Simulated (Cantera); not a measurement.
An adiabatic, constant-pressure homogeneous reactor starts with 2.91 % CH4, 9.86 % O2, 87.2 % N2, at 1800 K and 3750 Torr.

Detailed kinetics in Cantera: GRI-Mech 3.0 (53 species, 325 reactions).

Question: Predict: time of steepest temperature rise; temperature at 0.200 s; equilibrium temperature; x(O2) at 0.200 s; x(H2) at 0.200 s.

Answer: 
```json
{
 "time_of_steepest_temperature_rise": "46.1 µs",
 "temperature at 0.200 s": "2372 K",
 "equilibrium_temperature": "2372 K",
 "x(O2) at 0.200 s": "0.0361 (gas-phase equilibrium 0.0361)",
 "x(H2) at 0.200 s": "0.000412 (gas-phase equilibrium 0.000412)"
}
```
